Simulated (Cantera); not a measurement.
Input: 1 mol TEOS, 3.1 mol NO, 5.9 mol H2, equilibrated at 40000 Pa.

Points: T (K) = 648, 748, 848, 948, 1048, 1148, 1248, 1348, 1448, 1548, 1648, 1748, 1848, 1948.

Cantera's Mixture.equilibrate('TP', solver="vcs", rtol=1e-11, max_steps=5000) on the NASA tables stopped like this:

```
ERROR: FAILURE its = 5001!

*******************************************************************************
CanteraError thrown by MultiPhase::equilibrate:
VCS solver failed. Return code: -1
*******************************************************************************
```

Problem. What got this run through?

Solution. One answer among several that fit: The failure is numerical, not chemical. The same input converged with solver="gibbs", rtol=1e-10, max_steps=50000, and the result passed a check of the equilibrium conditions:
```
log10 of partial pressures in bar; condensed amounts in mol
       T/K        H2       CH4       H2O        CO        N2       CO2     C(gr)    SiC(b) SiO2(Lqz) SiO2(hqz) Si2N2O(s)
       648    -1.140    -0.844    -0.917    -3.217    -1.331    -1.792     2.702         0         1         0         0
       748    -0.796    -1.072    -1.052    -2.240    -1.390    -1.702     3.804         0         1         0         0
       848    -0.629    -1.452    -1.310    -1.549    -1.462    -1.740     4.331         0         0         1         0
       948    -0.574    -1.914    -1.766    -1.178    -1.522    -2.113     3.551         0         0         1         0
      1048    -0.559    -2.352    -2.357    -1.069    -1.550    -2.793     2.986         0         0         1         0
      1148    -0.554    -2.731    -2.920    -1.049    -1.557    -3.488     2.881         0         0         1         0
      1248    -0.552    -3.056    -3.409    -1.045    -1.559    -4.095     2.876         0         0         1         0
      1348    -0.551    -3.335    -3.829    -1.044    -1.560    -4.613     2.882         0         0         1         0
      1448    -0.550    -3.577    -4.190    -1.044    -1.561    -5.058     2.885         0         0    0.9999         0
      1548    -0.569    -3.826    -4.430    -0.950    -1.750    -5.257     1.388         0         0         0    0.4993
      1648    -0.569    -4.011    -4.706    -0.951    -1.749    -5.594     1.387         0         0         0    0.4952
      1748    -0.587    -4.311    -4.856    -0.940    -1.602    -5.767         0    0.9355         0         0  0.005595
      1848    -0.588    -4.452    -5.079    -0.941    -1.602    -6.035         0    0.9306         0         0         0
      1948    -0.588    -4.564    -5.292    -0.942    -1.605    -6.288         0    0.9174         0         0         0
```

The gas is ideal and each condensed phase is pure. The feed counts by its element totals alone. Mutual solubility and eutectic melting of coexisting phases are not modelled. The tables hold silica as quartz up to 1696 K and as liquid above; real silica turns to tridymite and cristobalite and melts near 1996 K.
